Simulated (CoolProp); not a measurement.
n-perfluorohexane at 293.15 K and 8.7 MPa is throttled through a valve to 6.07 MPa with no heat exchange. Each further row changes one setting.

Values from CoolProp's reference Helmholtz-energy equation of state, Gao 2022.

```
case                      temperature change (K)  final density (kg/m³)
------------------------  ----------------------  ---------------------
as stated                                   +0.8                   1710
outlet pressure 1.82 MPa                    +2.1                   1690
outlet pressure 7.89 MPa                    +0.3                   1720
```
